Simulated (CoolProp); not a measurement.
Vapour-liquid equilibrium of dimethyl ether (1) + R236FA (2) at 0.0336 MPa; x and y are mole fractions of (1).

Computed with CoolProp (multi-fluid Helmholtz-energy mixture model, Wu 2011 and Pan 2012; pair parameters Bell 2016).

Problem. Give the bubble temperature and the first vapour's composition at x = 0.25, 0.55, 0.85. Is there an azeotrope?

Solution. x = 0.25: 245.6 K, y = 0.364; x = 0.55: 238.2 K, y = 0.800; x = 0.85: 229.0 K, y = 0.978. No azeotrope shows between x = 0.05 and 0.95.

Pair parameters are fitted to limited data, so mixtures are less certain than the pure fluids.
